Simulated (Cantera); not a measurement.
An isothermal, constant-pressure homogeneous reactor starts with H₂ : O₂ : N₂ = 0.52 : 1 : 1.8 (molar parts), equivalence ratio 0.26, at 1350 K and 0.110 bar.

Cantera simulation using the H2/O2 subset of GRI-Mech 3.0, which has no nitrogen chemistry; the numbers are that mechanism's predictions, not measurements. The temperature is held fixed by assumption; the heat of reaction is taken as removed at once.

One state of this run: x H₂ = 4.26e-7; x O₂ = 0.242; x O = 1.26e-6; x OH = 6.11e-5; x H = 9.32e-9; x H₂O₂ = 3.82e-9. x: mole fraction; the columns are a selection and need not sum to one.

**Question.** Which value of t (s) does it belong to?
(A) 5.29
(B) 0.391
(C) 0.0290
(D) 0.0122

**Answer.** B, 0.391
